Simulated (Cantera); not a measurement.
Feed: 1 mol borazine, 5.5 mol NH3, at 2.78 Torr.

Equilibrium computed with Cantera from the NASA thermochemical tables; the gas is ideal and each condensed phase is pure. Candidate condensed phases: B, BN; 15 gas species. The feed counts by its element totals alone. The tables' values for BH2 are old estimates; treat these amounts as uncertain. Equilibrium is a limit: real reactors are often held back by kinetics, nucleation or transport.

x: gas mole fraction; n: condensed amount in mol.

```csv
T (K),x H2,x N2,x H,x B,x BH2,x BH,x BN,n BN(s),n B(s)
975,0.804,0.196,1.69e-8,<1e-12,<1e-12,<1e-12,<1e-12,3.00,0
1125,0.804,0.196,?,<1e-12,<1e-12,<1e-12,<1e-12,3.00,0
1275,0.804,0.196,1.09e-5,<1e-12,4.06e-11,<1e-12,<1e-12,3.00,0
1425,0.803,0.196,0.000101,<1e-12,3.35e-9,<1e-12,<1e-12,3.00,0
1575,0.803,0.196,?,?,1.18e-7,?,?,3.00,0
1725,0.801,0.196,0.00273,6.56e-9,2.22e-6,2.64e-9,4.46e-10,3.00,0
1875,0.795,0.195,0.00961,5.82e-7,2.57e-5,1.18e-7,2.43e-8,3.00,0
2025,0.778,0.194,0.0279,2.65e-5,0.000204,2.97e-6,7.28e-7,3.00,0
2175,0.668,0.265,0.0656,0.000523,0.000786,3.29e-5,1.18e-5,0,2.98
2325,0.601,0.254,0.140,0.00374,0.00139,0.000144,6.03e-5,0,2.91
```

Problem. Some entries are withheld; supply them.

Solution. 
- 1125, x H: 6.55e-7
- 1575, x H: 0.000612
- 1575, x B: 3.12e-11
- 1575, x BH: 2.82e-11
- 1575, x BN: 3.76e-12
